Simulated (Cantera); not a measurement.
## Adiabatic ignition

An adiabatic, constant-pressure homogeneous reactor starts with 22.7 % H₂, 15.8 % O₂, 59.3 % N₂, 2.25 % CO₂, equivalence ratio 0.72, at 1375 K and 0.300 bar.

Model: GRI-Mech 3.0 (53 species, 325 reactions), integrated in Cantera.

```json
[
 {"t (s)": "4.00e-6", "T (K)": "1375", "x H₂": "0.227", "x O₂": "0.158", "x NO₂": "<1e-12", "x N₂O": "<1e-12", "x NO": "<1e-12", "x OH": "7.27e-9"},
 {"t (s)": "1.10e-5", "T (K)": "1375", "x H₂": "0.227", "x O₂": "0.158", "x NO₂": "<1e-12", "x N₂O": "<1e-12", "x NO": "<1e-12", "x OH": "5.96e-8"},
 {"t (s)": "3.03e-5", "T (K)": "1375", "x H₂": "0.227", "x O₂": "0.158", "x NO₂": "<1e-12", "x N₂O": "2.09e-12", "x NO": "<1e-12", "x OH": "4.80e-6"},
 {"t (s)": "8.35e-5", "T (K)": "1559", "x H₂": "0.0346", "x O₂": "0.0662", "x NO₂": "1.43e-10", "x N₂O": "2.21e-8", "x NO": "3.34e-6", "x OH": "0.0139"},
 {"t (s)": "0.000230", "T (K)": "1963", "x H₂": "0.0317", "x O₂": "0.0600", "x NO₂": "1.44e-9", "x N₂O": "3.52e-8", "x NO": "3.24e-5", "x OH": "0.0235"},
 {"t (s)": "0.000632", "T (K)": "2305", "x H₂": "0.0247", "x O₂": "0.0548", "x NO₂": "9.42e-9", "x N₂O": "6.42e-8", "x NO": "0.000120", "x OH": "0.0277"},
 {"t (s)": "0.00174", "T (K)": "2541", "x H₂": "0.0164", "x O₂": "0.0511", "x NO₂": "1.38e-7", "x N₂O": "2.05e-7", "x NO": "0.000724", "x OH": "0.0261"},
 {"t (s)": "0.00479", "T (K)": "2572", "x H₂": "0.0150", "x O₂": "0.0497", "x NO₂": "6.09e-7", "x N₂O": "2.56e-7", "x NO": "0.00278", "x OH": "0.0251"},
 {"t (s)": "0.0132", "T (K)": "2568", "x H₂": "0.0151", "x O₂": "0.0479", "x NO₂": "1.50e-6", "x N₂O": "2.72e-7", "x NO": "0.00693", "x OH": "0.0246"},
 {"t (s)": "0.0363", "T (K)": "2565", "x H₂": "0.0151", "x O₂": "0.0463", "x NO₂": "2.24e-6", "x N₂O": "2.97e-7", "x NO": "0.0105", "x OH": "0.0242"},
 {"t (s)": "0.100", "T (K)": "2565", "x H₂": "0.0151", "x O₂": "0.0461", "x NO₂": "2.33e-6", "x N₂O": "3.01e-7", "x NO": "0.0109", "x OH": "0.0241"}
]
```
x: mole fraction; the columns are a selection and need not sum to one.

```yaml
time_of_steepest_temperature_rise: 69.2 µs
temperature at 0.100 s: 2565 K
equilibrium_temperature: 2565 K
x(H₂) at 0.100 s: 0.0151 (gas-phase equilibrium 0.0151)
x(O₂) at 0.100 s: 0.0461 (gas-phase equilibrium 0.0461)
x(NO₂) at 0.100 s: 2.33e-6 (gas-phase equilibrium 2.33e-6)
```
